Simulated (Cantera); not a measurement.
Input (Python, Cantera):

```python
import numpy as np
import cantera as ct

gas = ct.Solution("gri30.yaml")


def delay(T, t_max=10):
    gas.TPX = T, 550000, {'H2': 1, 'O2': 0.455, 'N2': 3.14}
    reactor = ct.IdealGasConstPressureReactor(gas, clone=False)
    net = ct.ReactorNet([reactor])
    net.rtol, net.atol = 1e-8, 1e-16
    while net.time < t_max:
        t_old, T_old = net.time, reactor.T
        net.step()
        if reactor.T > T + 400:  # ignition: a rise of 400 K
            return t_old + (T + 400 - T_old) / (reactor.T - T_old) * (net.time - t_old)
    return np.nan


taus = []
for T in [1148, 1248, 1348, 1448, 1548, 1648, 1748, 1848, 1948]:
    taus.append(delay(T))
    print(f"T0 = {T:6g} K   tau = {taus[-1]:.4e} s")
```

Output:

```
T0 =   1148 K   tau = 8.5143e-05 s
T0 =   1248 K   tau = 1.3756e-05 s
T0 =   1348 K   tau = 7.2307e-06 s
T0 =   1448 K   tau = 4.7884e-06 s
T0 =   1548 K   tau = 3.5830e-06 s
T0 =   1648 K   tau = 2.9308e-06 s
T0 =   1748 K   tau = 2.5777e-06 s
T0 =   1848 K   tau = 2.4085e-06 s
T0 =   1948 K   tau = 2.3641e-06 s
```

Computed with Cantera and GRI-Mech 3.0 (53 species, 325 reactions). The hydrogen kinetics of GRI-Mech 3.0 are dated; newer H2 mechanisms differ, most at raised pressure. Where the delays flatten at high temperature, the 400 K rule measures the pace of heat release, not the induction time.
